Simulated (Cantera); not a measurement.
Input: 1 mol SiC, 1.7 mol H2O, a varied amount of H2, held at 1300 °C and 21.0 Pa.

Cantera equilibrium calculation (NASA polynomials, part measured and part estimated; ideal gas, pure solids and liquids). Candidate condensed phases: C, C6H6, C7H8, C8H18, H2O, Si, SiC, SiO2; 123 gas species. Equilibrium is a limit: real reactors are often held back by kinetics, nucleation or transport.

x: gas mole fraction; n: condensed amount in mol.

```tsv
n(H2) (mol)	x H2	x CO	x SiO	x H	n SiC(s)
36	0.954	0.0216	0.0215	0.00274	0.149
170	0.987	?	?	0.00279	0.146
300	0.992	0.00282	0.00277	0.00279	0.142
430	0.993	0.00198	0.00193	0.00280	0.139
560	0.994	0.00153	0.00148	0.00280	0.136
690	0.995	?	?	0.00280	0.132
830	0.995	0.00104	0.000993	0.00280	0.129
```

Problem. Complete the blanks.

Solution. 
- 170, x CO: 0.00492
- 170, x SiO: 0.00487
- 690, x CO: 0.00125
- 690, x SiO: 0.00120
